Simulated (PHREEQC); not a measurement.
Dissolve 0.26 mol/kgw KH2PO4, 0.0018 mol/kgw NaOH and 3.7e-05 mol/kgw ZnSO4 at 25 °C. Closed to the air; pH follows from the charge balance.

Model: ion-association model, wateq4f.dat, run in PHREEQC.

Precipitation was switched off in this run.

### Question
Estimate the pH.

### Answer
pH 4.69.

### Question
In which forms is S present?

### Answer
SO4-2 69 %, KSO4- 31 % of the S.

H3PO4, which wateq4f.dat lacks, is added to it with the constant of phreeqc.dat. The database has no phosphate complexes of Zn.
